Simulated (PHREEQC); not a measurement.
Solution (25 °C): 0.0031 mol/kgw Na3PO4. Closed to the air; pH follows from the charge balance.

Equilibrium calculation in PHREEQC: ion-association model, wateq4f.dat.

This is a speciation only: nothing precipitates in the calculation.

Q: What pH, ionic strength does the model give?

A: pH 11.37; ionic strength 0.0133 mol/kgw.

Q: In which forms is P present?

A: HPO4-2 84 %, PO4-3 15 %, NaHPO4- 1.0 % of the P.

H3PO4, which wateq4f.dat lacks, is added to it with the constant of phreeqc.dat.
